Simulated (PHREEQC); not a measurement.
Consider water at 25 °C with 0.0019 mol HF and 4.4e-05 mol (CH3)4NF per kg of water. Closed to the air; pH follows from the charge balance.

The numbers come from PHREEQC with the ion-association model, wateq4f.dat.

No solid was allowed to form.

**Question.** Estimate the pH, ionic strength.

**Answer.** pH 3.09; ionic strength 0.000888 mol/kgw.

**Question.** In which forms is F present?

**Answer.** HF 54 %, F- 45 % of the F.

(CH3)4N+ isn't in the database: it is added as a free cation with an ion size of 4 Å.
